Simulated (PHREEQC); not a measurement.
**Spent oxide etchant: speciation**

Make-up at 25 °C: 0.0046 mol NH4HF2, 0.00011 mol H2SiF6, 0.025 mol HBF4 and 4.3e-05 mol HCl per kg of water. Closed to the air; pH follows from the charge balance.

Equilibrium calculation in PHREEQC: ion-association model, phreeqc.dat.

Each row changes one thing in this solution. Precipitation was switched off in this run.

```csv
case,pH,ionic strength (mol/kgw),BF4- (mol/kgw),HF (mol/kgw),BF3OH- (mol/kgw),H3BO3 (mol/kgw),SI of Quartz (SiO2)
as made,1.74,0.0254,0.0237,0.0116,0.000743,0.000518,-3.25
diluted 100-fold with water,3.26,0.000609,9.44e-7,0.000483,7.20e-7,0.000246,-1.98
temperature from 25 to 75 °C,1.79,0.0230,?,0.0215,0.00100,0.00272,-1.41
temperature from 25 to 85 °C,1.81,0.0222,0.0200,0.0249,0.00104,0.00348,-1.20
temperature from 25 to 65 °C,1.78,0.0237,0.0217,0.0186,0.000964,?,-1.69
temperature from 25 to 55 °C,1.77,0.0243,0.0223,0.0163,?,0.00155,-2.02
HCl from 4.3e-05 to 8.6e-06 mol/kgw,1.74,0.0254,0.0237,0.0116,0.000743,0.000517,-3.25
```

### Question
Fill in the missing entries.

### Answer

- temperature from 25 to 75 °C, BF4- (mol/kgw): 0.0209
- temperature from 25 to 65 °C, H3BO3 (mol/kgw): 0.00208
- temperature from 25 to 55 °C, BF3OH- (mol/kgw): 0.000918

Away from 25 °C the constants follow the database's enthalpies or fits; those with neither stay at their 25 °C values. SiF6-2 is the database's only silicon fluoride. Real BF4- forms and hydrolyses slowly; the run takes it at equilibrium.
